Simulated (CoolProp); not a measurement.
Aqueous methanol as a coolant, 32 % by mass, freezing at -28.1 °C, 1 atm.

Computed with CoolProp (Melinder's fits for secondary coolants).

```tsv
T (°C)	density (kg/m³)	cp (kJ/(kg K))	conductivity (W/(m K))	Prandtl number
-22.5	966.0	3.607	0.393	(withheld)
-15.6	963.6	3.683	0.398	68.9
-8.8	961.1	3.752	(withheld)	50.0
-1.9	958.3	3.815	0.407	37.1
5	955.4	3.870	0.412	28.3
11.8	952.3	3.916	0.417	22.2
18.7	948.9	3.952	0.421	17.7
25.6	945.3	(withheld)	0.426	(withheld)
32.5	941.6	3.991	0.431	11.7
```

**Question.** Complete the blanks.

**Answer.** 
- -22.5, Prandtl number: 98.6
- -8.8, conductivity (W/(m K)): 0.403
- 25.6, cp (kJ/(kg K)): 3.978
- 25.6, Prandtl number: 14.3
